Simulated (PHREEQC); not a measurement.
Solution (20 °C): 0.027 mol NH3 and 0.015 mol H3BO3 per kg of water. Closed to the air; pH follows from the charge balance.

The numbers come from PHREEQC with the ion-association model, phreeqc.dat.

This is a speciation only: nothing precipitates in the calculation.

Problem. Predict the pH, ionic strength.

Solution. pH 9.63; ionic strength 0.0107 mol/kgw.

Problem. In which forms is N present?

Solution. NH3 60 %, NH4+ 40 % of the N.

Species that the database lacks are ignored.
